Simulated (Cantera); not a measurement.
Feed: 1 mol V, a varied amount of N2O, 180 mol H2, 8.8 mol N2, at 2150 °C and 1.33 mbar.

These are equilibrium values from Cantera (NASA tables, ideal gas, pure condensed phases), not measurements of a reactor. Candidate condensed phases: H2O, V, VN, VO, V2O3, V2O4, V2O5; 28 gas species. Kinetics and transport are ignored.

x: gas mole fraction; nothing condenses.

```tsv
n(N2O) (mol)	x H2	x H	x N2	x H2O	x V	x VO2
0.27	0.585	0.372	0.0388	0.000257	0.00345	2.68e-5
0.42	0.584	0.371	0.0395	0.000425	0.00305	6.47e-5
0.65	0.583	0.371	0.0404	0.000720	0.00249	0.000153
1	0.582	0.371	0.0418	0.00126	0.00183	0.000346
1.5	0.579	0.370	0.0439	…	…	…
2.4	0.575	0.368	0.0475	0.00439	0.000574	0.00135
3.7	0.567	0.366	0.0527	0.00813	0.000251	0.00207
5.7	0.556	0.362	…	…	…	…
8.9	0.537	0.356	0.0729	0.0248	3.71e-5	0.00318
```

Q: Fill in the missing entries.

A: 
- 1.5, x H2O: 0.00222
- 1.5, x V: 0.00118
- 1.5, x VO2: 0.000697
- 5.7, x N2: 0.0606
- 5.7, x H2O: 0.0144
- 5.7, x V: 9.99e-5
- 5.7, x VO2: 0.00271
